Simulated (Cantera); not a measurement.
Charge: 1 mol Al(CH3)3, 240 mol NH3, 2.7 mol H2, equilibrated at 0.100 bar.

Cantera equilibrium calculation (NASA polynomials, part measured and part estimated; ideal gas, pure solids and liquids). Candidate condensed phases: Al, AlN, C, C6H6, C7H8, C8H18; 97 gas species. The feed counts by its element totals alone. Kinetics and transport are ignored.

x: gas mole fraction; n: condensed amount in mol.

```json
[
 {"T (°C)": "400", "x H2": "0.746", "x N2": "0.247", "x CH4": "0.00620", "x HCN": "(withheld)", "n AlN(s)": "1.00", "n C(graphite)": "0"},
 {"T (°C)": "500", "x H2": "0.747", "x N2": "0.247", "x CH4": "0.00620", "x HCN": "(withheld)", "n AlN(s)": "1.00", "n C(graphite)": "0"},
 {"T (°C)": "600", "x H2": "0.747", "x N2": "0.247", "x CH4": "0.00620", "x HCN": "(withheld)", "n AlN(s)": "1.00", "n C(graphite)": "0"},
 {"T (°C)": "700", "x H2": "0.747", "x N2": "0.247", "x CH4": "0.00620", "x HCN": "(withheld)", "n AlN(s)": "1.00", "n C(graphite)": "0"},
 {"T (°C)": "800", "x H2": "0.751", "x N2": "0.246", "x CH4": "0.00259", "x HCN": "(withheld)", "n AlN(s)": "1.00", "n C(graphite)": "1.74"},
 {"T (°C)": "900", "x H2": "0.753", "x N2": "0.246", "x CH4": "0.00110", "x HCN": "(withheld)", "n AlN(s)": "1.00", "n C(graphite)": "2.45"},
 {"T (°C)": "1000", "x H2": "0.754", "x N2": "0.246", "x CH4": "0.000534", "x HCN": "(withheld)", "n AlN(s)": "1.00", "n C(graphite)": "2.71"},
 {"T (°C)": "1100", "x H2": "0.754", "x N2": "0.246", "x CH4": "0.000286", "x HCN": "(withheld)", "n AlN(s)": "1.00", "n C(graphite)": "2.78"},
 {"T (°C)": "1200", "x H2": "0.754", "x N2": "0.245", "x CH4": "0.000167", "x HCN": "(withheld)", "n AlN(s)": "1.000", "n C(graphite)": "2.73"},
 {"T (°C)": "1300", "x H2": "0.754", "x N2": "0.245", "x CH4": "0.000104", "x HCN": "(withheld)", "n AlN(s)": "1.000", "n C(graphite)": "2.56"},
 {"T (°C)": "1400", "x H2": "0.753", "x N2": "0.245", "x CH4": "6.89e-5", "x HCN": "(withheld)", "n AlN(s)": "1.000", "n C(graphite)": "2.25"},
 {"T (°C)": "1500", "x H2": "0.752", "x N2": "0.244", "x CH4": "4.77e-5", "x HCN": "(withheld)", "n AlN(s)": "0.994", "n C(graphite)": "1.71"}
]
```

Task: What belongs in the gaps?

Result: 
- 400, x HCN: 6.56e-12
- 500, x HCN: 1.05e-9
- 600, x HCN: 5.36e-8
- 700, x HCN: 1.24e-6
- 800, x HCN: 6.63e-6
- 900, x HCN: 2.36e-5
- 1000, x HCN: 6.87e-5
- 1100, x HCN: 0.000171
- 1200, x HCN: 0.000375
- 1300, x HCN: 0.000742
- 1400, x HCN: 0.00135
- 1500, x HCN: 0.00230
